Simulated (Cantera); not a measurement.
An adiabatic, constant-pressure homogeneous reactor starts with CO : H2 : CH4 : O2 : N2 = 1 : 0.7 : 0.053 : 1.31 : 4.92 (molar parts), equivalence ratio 0.73, at 1200 K and 10.0 bar.

Detailed kinetics in Cantera: GRI-Mech 3.0 (53 species, 325 reactions).

One state of this run: T (K) = 2683; x CO = 0.0170; x H2 = 0.00206; x CH4 = <1e-12; x OH = 0.00981; x CH2O = 1.40e-10; x H2O = 0.104. x: mole fraction; the columns are a selection and need not sum to one.

Task: Which value of t (s) does it belong to?
A. 9.68e-6
B. 1.87e-5
C. 0.0267
D. 3.62e-5

Result: C, 0.0267
